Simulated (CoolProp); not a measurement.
A single-stage vapour-compression cycle with R123: evaporating at 254.15 K (dew point), condensing at 275.15 K (bubble point), superheat 5 K, subcooling 8 K, compressor efficiency 0.8, no pressure losses. Each further row changes one setting.

Values from CoolProp's reference Helmholtz-energy equation of state, Younglove 1994. It is a modified Benedict-Webb-Rubin equation, recast in Helmholtz form.

| case | cooling COP | pressure ratio | discharge temperature (K) | refrigerating effect (kJ/kg) | volumetric capacity (kJ/m³) |
|---|---|---|---|---|---|
| as stated | 9.49 | 2.82 | 289.4 | 179 | 163 |
| evaporating temperature 259.15 K | 12.9 | 2.16 | 286.8 | 182 | 212 |
| condensing temperature 270.15 K | 12.6 | 2.24 | 282.6 | 184 | 167 |
| subcooling 13 K | 9.75 | 2.82 | 289.4 | 184 | 167 |
| superheat 15 K | 9.46 | 2.82 | 299.9 | 185 | 162 |
| compressor efficiency 0.7 | 8.31 | 2.82 | 293.4 | 179 | 163 |
